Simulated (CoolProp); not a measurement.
Computed with CoolProp (reference Helmholtz-energy equation of state, Span 1996).

Problem. For carbon dioxide, give the phase and the viscosity (µPa s), Prandtl number at 17.75 °C and 0.35 bar; 17.75 °C and 26.2 bar.

Solution. 
- 17.75 °C and 0.35 bar: gas; viscosity 14.6, Prandtl number 0.761
- 17.75 °C and 26.2 bar: gas; viscosity 15.0, Prandtl number 0.936

Viscosity comes from a separate model (Laesecke 2017). Thermal conductivity comes from a separate model (Huber 2016).
